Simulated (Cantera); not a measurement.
## Low-pressure radical oxidation in H2/O2

An isothermal, constant-pressure homogeneous reactor starts with 27.0 % H₂, 73.0 % O₂, at 1275 K and 3.15 Torr.

Cantera simulation using the H2/O2 subset of GRI-Mech 3.0, which has no nitrogen chemistry; the numbers are that mechanism's predictions, not measurements. Radical loss at walls, strong at low pressure, is not modelled. The temperature is held fixed by assumption; the heat of reaction is taken as removed at once.

```csv
t (s),x H₂,x O₂,x H₂O₂,x O,x OH,x H₂O,x H
0.000200,0.270,0.730,5.52e-11,2.19e-8,1.53e-8,3.21e-8,5.36e-8
0.000629,0.270,0.730,5.39e-10,5.39e-7,3.56e-7,1.48e-6,1.07e-6
0.00198,0.257,0.723,8.81e-9,0.00314,0.00202,0.00932,0.00617
0.00621,0.0156,0.581,1.02e-7,0.0911,0.0148,0.199,0.0985
0.0195,0.0147,0.591,1.11e-7,0.0828,0.0145,0.211,0.0862
0.0614,0.0117,0.619,1.35e-7,0.0601,0.0132,0.242,0.0545
0.193,0.00463,0.664,1.57e-7,0.0212,0.00859,0.290,0.0116
0.607,0.000532,0.685,8.29e-8,0.00235,0.00295,0.309,0.000430
1.91,5.16e-5,0.687,2.52e-8,0.000228,0.000921,0.312,1.30e-5
6.00,7.96e-6,0.688,7.70e-9,3.53e-5,0.000363,0.312,7.90e-7
```
x: mole fraction; the columns are a selection and need not sum to one.

Equilibrium at this temperature and pressure: H₂ 3.23e-7, O₂ 0.688, H₂O₂ 7.57e-10, O 1.44e-6, OH 7.32e-5, H₂O 0.312, H 6.51e-9 (gas phase only).
